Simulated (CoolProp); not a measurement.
Octamethyltrisiloxane (MDM) at several states: Z from the reference equation and from simpler models built on Tc = 292.2 °C, pc = 1.438 MPa, ω = 0.528; each cubic takes its own stable root.

Values from CoolProp's reference Helmholtz-energy equation of state, Thol 2017.

| T (°C) | p (MPa) | phase | reference |
|---|---|---|---|
| 166.85 | 0.235 | liquid | 0.02312 |
| 132.65 | 3.79 | liquid | 0.3732 |
| 182.35 | 0.106 | gas | 0.9408 |

### Question
How far does each simpler model (van der Waals, Soave-Redlich-Kwong, Peng-Robinson) lie from the reference over these 3 states: mean and median of the absolute difference, and the worst?

### Answer
- van der Waals: mean 1291.3 %, median 61.7 %, worst +3810.0 % at 166.85 °C and 0.235 MPa
- Soave-Redlich-Kwong: mean 6.2 %, median 8.2 %, worst +10.0 % at 166.85 °C and 0.235 MPa
- Peng-Robinson: mean 2.3 %, median 2.9 %, worst -3.9 % at 132.65 °C and 3.79 MPa

At some of these states van der Waals gives the other phase, because its saturation line lies elsewhere.
